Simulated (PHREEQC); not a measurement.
Ca(OH)2 is added in steps, without added water, to 1 kg of water holding 0.0033 mol/kgw H2SeO3, 8e-05 mol/kgw H2SO4 and 0.00014 mol/kgw NaCl, at 20 °C. The system is closed to oxygen. The system is closed to CO2. Solids allowed: Gypsum, Portlandite, CaSeO3, Halite, Mirabilite. Others were left out.

Base run: PHREEQC, ion-association model, wateq4f.dat. Each further column changes one thing. The table gives CaSeO3 (mol).

```tsv
Ca(OH)2 added (mol)	base	metal-ligand complexes left out	Debye-Hückel limiting law	all activity coefficients set to 1	Davies equation for every ion
0	0	0	0	0	0
0.0008125	0	0	0	0	0
0.001463	0	0	0	0	0
0.002275	0	0	0	0	0
0.002925	0.000249	0.000254	4.27e-5	0.00104	[?]
0.003737	0.00111	0.00111	0.000903	[?]	[?]
0.004387	0.00132	0.00133	[?]	[?]	0.00130
0.0052	0.00154	0.00154	0.00130	[?]	0.00151
```

Problem. Complete the blanks.

Solution. 
- 0.002925, Davies equation for every ion: 0.000230
- 0.003737, all activity coefficients set to 1: 0.00189
- 0.003737, Davies equation for every ion: 0.00109
- 0.004387, Debye-Hückel limiting law: 0.00110
- 0.004387, all activity coefficients set to 1: 0.00212
- 0.0052, all activity coefficients set to 1: 0.00234
